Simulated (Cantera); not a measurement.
**Equilibrium for carbon deposition, reforming and gasification: CO + O₂ + H₂**

Input: 1 mol CO, 0.59 mol O₂, a varied amount of H₂, held at 350 °C and 1.00 bar.

These are equilibrium values from Cantera (NASA tables, ideal gas, pure condensed phases), not measurements of a reactor. Candidate condensed phases: C, C₆H₆, C₇H₈, C₈H₁₈, H₂O; 110 gas species. Equilibrium is a limit: real reactors are often held back by kinetics, nucleation or transport.

| n(H₂) (mol) | log p H₂ | log p CO₂ | log p H₂O | log p CH₄ | n C(graphite) |
|---|---|---|---|---|---|
| 0.65 | -1.60 | -0.24 | -0.44 | -1.49 | 0.122 |
| 1.1 | -1.41 | -0.38 | -0.33 | -1.12 | 0.174 |
| 1.8 | -1.27 | -0.57 | -0.28 | -0.83 | 0.143 |
| 3.1 | -1.11 | -0.93 | -0.25 | -0.61 | 0 |
| 5.2 | -0.61 | -3.02 | -0.29 | -0.63 | 0 |
| 8.8 | -0.23 | -5.34 | -0.55 | -0.89 | 0 |
| 15 | -0.11 | -6.57 | -0.81 | -1.15 | 0 |
| 25 | -0.06 | -7.47 | -1.04 | -1.38 | 0 |
| 42 | -0.04 | -8.27 | -1.27 | -1.61 | 0 |
| 71 | -0.02 | -9.03 | -1.51 | -1.85 | 0 |
log p: log10 of the partial pressure in bar; n: condensed amount in mol.

From 0.65 mol H₂ to 1.8 mol H₂ the condensed part is C(graphite). From 3.1 mol H₂ to 71 mol H₂ nothing is condensed. The main C-bearing gas is CO₂ at 0.65 mol H₂ and CH₄ at 71 mol H₂.
